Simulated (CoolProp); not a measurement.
Properties of CH3F (R41) along the isotherm 151.85 °C.

Computed with CoolProp (reference Helmholtz-energy equation of state, Lemmon 2006). It is a short technical equation, of lower accuracy than the large ones.

| p (kPa) | phase | Z | cp (kJ/(kg K)) | cv (kJ/(kg K)) | isothermal compressibility (1/MPa) | expansivity (1/kK) | fugacity coefficient |
|---|---|---|---|---|---|---|---|
| 9.34 | gas | 0.9998 | 1.351 | 1.106 | 107.1 | 2.355 | 0.9998 |
| 13.7 | gas | 0.9997 | 1.351 | 1.106 | 73.02 | 2.356 | 0.9997 |
| 20.1 | gas | 0.9995 | 1.351 | 1.106 | 49.78 | 2.357 | 0.9995 |
| 29.5 | gas | 0.9993 | 1.352 | 1.107 | 33.92 | 2.359 | 0.9993 |
| 43.3 | gas | 0.9989 | 1.352 | 1.107 | 23.12 | 2.362 | 0.9989 |
| 63.6 | gas | 0.9984 | 1.353 | 1.107 | 15.75 | 2.366 | 0.9984 |
| 93.4 | gas | 0.9977 | 1.355 | 1.107 | 10.73 | 2.372 | 0.9977 |
| 137 | gas | 0.9966 | 1.356 | 1.108 | 7.324 | 2.381 | 0.9966 |
| 201 | gas | 0.9950 | ___ | ___ | 5.000 | 2.395 | 0.9950 |
| 295 | gas | 0.9926 | 1.363 | 1.110 | 3.415 | 2.415 | 0.9927 |
| 433 | gas | 0.9892 | 1.370 | 1.112 | 2.335 | 2.444 | 0.9892 |
| 636 | gas | 0.9841 | 1.379 | 1.114 | 1.598 | 2.488 | 0.9842 |
| 934 | gas | 0.9767 | ___ | ___ | 1.096 | 2.553 | 0.9769 |
| 1370 | gas | ___ | 1.413 | 1.124 | 0.7556 | 2.652 | 0.9664 |
| 2010 | gas | 0.9500 | 1.445 | ___ | ___ | 2.804 | 0.9511 |
| 2950 | gas | 0.9269 | 1.496 | 1.145 | 0.3654 | 3.042 | 0.9292 |

Question: Fill in the missing entries.

Answer: 
- 201, cp (kJ/(kg K)): 1.359
- 201, cv (kJ/(kg K)): 1.109
- 934, cp (kJ/(kg K)): 1.393
- 934, cv (kJ/(kg K)): 1.118
- 1370, Z: 0.9659
- 2010, cv (kJ/(kg K)): 1.132
- 2010, isothermal compressibility (1/MPa): 0.5235
